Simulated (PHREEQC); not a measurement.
A PHREEQC input (ion-association model, wateq4f.dat):

```
SOLUTION 1
  temp 25
  units mg/L
  pH 12.5
  pe 9.2
  Na 0.0808
  K 0.0708
  Ca 0.472
  Mg 0.0524
  Cl 0.0757
  S(6) 0.826 as SO4
  Alkalinity 0.834 as HCO3
  F 0.0142
  O(0) 0.0274
  Cd 0.004
END
USE solution 1
EQUILIBRIUM_PHASES 1
  Fluorite 0 0
  CO2(g) -2 10
END
```

It stops with these messages:

```
WARNING: Maximum iterations exceeded, 100
WARNING: Maximum iterations exceeded, 100
WARNING: The program has failed to converge to a numerical solution.
ERROR:           Alkalinity has not converged. Total: 1.367524e-05	Calculated: 3.637743e-02	Residual: -3.636375e-02
ERROR: Is non-carbonate alkalinity greater than total alkalinity?
ERROR:                   Ca has not converged. Total: 1.178281e-05	Calculated: 1.094020e-05	Residual: 8.426135e-07
ERROR:                   Cd has not converged. Total: 3.560643e-08	Calculated: 3.530033e-08	Residual: 3.061000e-10
ERROR:                   Cl has not converged. Total: 2.136376e-06	Calculated: 2.452467e-06	Residual: -3.160915e-07
ERROR:                    F has not converged. Total: 7.478354e-07	Calculated: 8.590834e-07	Residual: -1.112480e-07
ERROR:                    K has not converged. Total: 1.811628e-06	Calculated: 2.079735e-06	Residual: -2.681074e-07
ERROR:                   Mg has not converged. Total: 2.156479e-06	Calculated: 2.082976e-06	Residual: 7.350335e-08
ERROR:                   Na has not converged. Total: 3.516502e-06	Calculated: 4.018961e-06	Residual: -5.024589e-07
ERROR:                 O(0) has not converged. Total: 1.713426e-06	Calculated: 1.718484e-06	Residual: -5.057911e-09
ERROR:                 S(6) has not converged. Total: 8.603083e-06	Calculated: 7.611979e-06	Residual: 9.911034e-07
ERROR:                   Mu Ionic strength has not converged. 	Residual: 5.012797e-04
ERROR:               A(H2O) Activity of water has not converged. 	Residual: 6.174735e-04
ERROR: Model failed to converge for initial solution  1.
```

What went wrong, and how is it mended?

The fault: pH typed as 12.5 with the alkalinity kept. The line should read `pH 5.85` where the input has `pH 12.5`. With the mend the run ends at pH 5.14 and ionic strength 6.33e-5 mol/kgw.
